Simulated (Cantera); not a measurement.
Input: 1 mol Cu2O, a varied amount of CO, equilibrated at 1250 K and 0.143 Torr.

Cantera equilibrium calculation (NASA polynomials, part measured and part estimated; ideal gas, pure solids and liquids). Candidate condensed phases: C, Cu, CuO, Cu2O; 15 gas species. Mutual solubility and eutectic melting of coexisting phases are not modelled. The numbers say what is thermodynamically allowed, not how fast it happens.

Which condensed phases are stable at each of these points (n(CO) (mol)): 0.59, 0.93, 1.3, 1.6, 1.9, 2.3, 2.6, 3, 3.3?


```
n(CO) (mol)  condensed phases  Cu condensed (%)
-----------  ----------------  ----------------
0.59          Cu(s) + Cu2O(s)             100.0
0.93          Cu(s) + Cu2O(s)             100.0
1.3                     Cu(s)             100.0
1.6                     Cu(s)             100.0
1.9                     Cu(s)             100.0
2.3                     Cu(s)             100.0
2.6                     Cu(s)             100.0
3                       Cu(s)             100.0
3.3                     Cu(s)             100.0
```

From 0.59 mol CO to 0.93 mol CO the condensed part is Cu(s) + Cu2O(s). From 1.3 mol CO to 3.3 mol CO the condensed part is Cu(s).
